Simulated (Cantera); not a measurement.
A closed system holds: 1 mol SiCl4, 0.6 mol O3, at 100000 Pa.

Method: chemical equilibrium by Gibbs-energy minimisation in Cantera with the NASA 1993 tables (ideal gas, pure condensed phases). Candidate condensed phases: Si, SiO2; 15 gas species. The tables' values for SiCl3 are old estimates; treat these amounts as uncertain. The tables hold silica as quartz up to 1696 K and as liquid above; real silica turns to tridymite and cristobalite and melts near 1996 K. Kinetics and transport are ignored.

x: gas mole fraction; n: condensed amount in mol.

| T (°C) | x Cl2 | x Cl | x SiCl4 | x SiCl3 | x O2 | x ClO | n SiO2(β-quartz) | n SiO2(condensed) | n SiO2(l) |
|---|---|---|---|---|---|---|---|---|---|
| 700 | 0.947 | 0.000250 | 0.0526 | 1.47e-11 | 2.90e-10 | 2.85e-10 | 0.900 | 0 | 0 |
| 850 | 0.945 | 0.00195 | 0.0526 | 1.24e-9 | 1.67e-8 | 1.16e-8 | 0.900 | 0 | 0 |
| 1000 | 0.938 | 0.00940 | 0.0524 | 3.66e-8 | 3.64e-7 | 1.95e-7 | 0.900 | 0 | 0 |
| 1150 | 0.916 | 0.0324 | 0.0518 | 5.23e-7 | 4.00e-6 | 1.77e-6 | 0.900 | 0 | 0 |
| 1300 | 0.863 | … | 0.0504 | 4.48e-6 | … | … | 0.900 | 0 | 0 |
| 1450 | 0.763 | 0.189 | 0.0478 | 2.64e-5 | 0.000107 | 3.75e-5 | 0 | 0.900 | 0 |
| 1600 | … | … | … | 0.000119 | … | … | 0 | 0.899 | 0 |
| 1750 | 0.431 | 0.529 | 0.0388 | 0.000440 | 0.000464 | 0.000169 | 0 | 0 | 0.899 |
| 1900 | 0.265 | 0.699 | 0.0334 | 0.00142 | 0.000520 | 0.000213 | 0 | 0 | 0.898 |

Fill in the missing entries.


- 1600, x Cl2: 0.612
- 1600, x Cl: 0.344
- 1600, x SiCl4: 0.0438
- 1600, x O2: 0.000276
- 1600, x ClO: 9.55e-5
- 1300, x Cl: 0.0867
- 1300, x O2: 2.60e-5
- 1300, x ClO: 9.96e-6
